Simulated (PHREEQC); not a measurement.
# Spent oxide etchant (model solution)

Make-up at 26 °C: 1.2 mmol/kgw NH4HF2, 0.35 mmol/kgw H2SiF6 and 0.12 mmol/kgw HBF4. Closed to the air; pH follows from the charge balance.

Model: ion-association model, phreeqc.dat, run in PHREEQC.

Each row changes one thing in this solution. No solid was allowed to form.

```tsv
case	pH	ionic strength (mol/kgw)	HF (mol/kgw)	F- (mol/kgw)	SiF6-2 (mol/kgw)	H4SiO4 (mol/kgw)	SI of Quartz (SiO2)
as made	3.09	0.00234	0.00167	0.00143	0.000286	6.36e-5	-0.23
HBF4 from 0.00012 to 0.00018 mol/kgw	3.07	0.00239	0.00176	0.00143	0.000296	[?]	-0.30
HBF4 left out	3.14	0.00222	[?]	0.00143	[?]	9.03e-5	-0.08
H2SiF6 from 0.00035 to 0.0007 mol/kgw	2.92	0.00308	0.00203	0.00118	0.000611	8.91e-5	-0.08
temperature from 26 to 60 °C	3.22	0.00190	0.00280	0.00166	6.22e-5	0.000288	-0.02
H2SiF6 from 0.00035 to 0.00175 mol/kgw	2.58	0.00562	0.00279	0.000757	0.00160	0.000153	+0.15
```

Problem. Fill in the missing entries.

Solution. 
- HBF4 from 0.00012 to 0.00018 mol/kgw, H4SiO4 (mol/kgw): 5.37e-5
- HBF4 left out, HF (mol/kgw): 0.00150
- HBF4 left out, SiF6-2 (mol/kgw): 0.000260

Some of these states are supersaturated (in Quartz (slow to form), for instance). Constants without temperature data keep their 25 °C values here. SiF6-2 is the database's only silicon fluoride. Real BF4- forms and hydrolyses slowly; the run takes it at equilibrium.
